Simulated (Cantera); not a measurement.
Charge: 1 mol AlI3, 0.33 mol NH3, a varied amount of N2, 2.3 mol O2, at 700 °C and 0.000720 bar.

Cantera equilibrium calculation (NASA polynomials, part measured and part estimated; ideal gas, pure solids and liquids). Candidate condensed phases: Al, AlI3, AlN, Al2O3, H2O, I2; 41 gas species. The numbers say what is thermodynamically allowed, not how fast it happens.

x: gas mole fraction; n: condensed amount in mol.

```
n(N2) (mol)        x N2         x I        x O2       x H2O        x I2        x HI        x NO  n Al2O3(s)
-----------  ----------  ----------  ----------  ----------  ----------  ----------  ----------  ----------
2.9               0.405       0.318       0.172      0.0654      0.0394     1.64e-5     1.50e-5       0.500
6.1               0.578       0.234       0.120      0.0457      0.0214     1.10e-5     1.49e-5       0.500
13           (withheld)  (withheld)  (withheld)  (withheld)  (withheld)  (withheld)  (withheld)       0.500
26                0.848      0.0908      0.0422      0.0160     0.00322     3.29e-6     1.07e-5       0.500
54                0.919  (withheld)  (withheld)  (withheld)  (withheld)  (withheld)  (withheld)       0.500
110               0.959      0.0256      0.0113     0.00431    0.000256     6.68e-7     5.91e-6       0.500
240               0.980      0.0121     0.00532     0.00202     5.75e-5     2.62e-7     4.09e-6       0.500
```

**Question.** What belongs in the gaps?

**Answer.** 
- 54, x I: 0.0490
- 54, x O2: 0.0221
- 54, x H2O: 0.00840
- 54, x I2: 0.000939
- 54, x HI: 1.51e-6
- 54, x NO: 8.08e-6
- 13, x N2: 0.739
- 13, x I: 0.151
- 13, x O2: 0.0732
- 13, x H2O: 0.0278
- 13, x I2: 0.00887
- 13, x HI: 6.28e-6
- 13, x NO: 1.32e-5
